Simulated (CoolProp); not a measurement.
Values from CoolProp's reference Helmholtz-energy equation of state, Thol 2012.

Problem. For benzene, give the phase and the cv (kJ/(kg K)), expansivity (1/kK), Prandtl number at 149.35 °C and 118 bar.

Solution. 
- 149.35 °C and 118 bar: liquid; cv 1.58, expansivity 1.49, Prandtl number 3.79

Viscosity comes from a separate model (Avgeri 2014). Thermal conductivity comes from a separate model (Assael 2012).
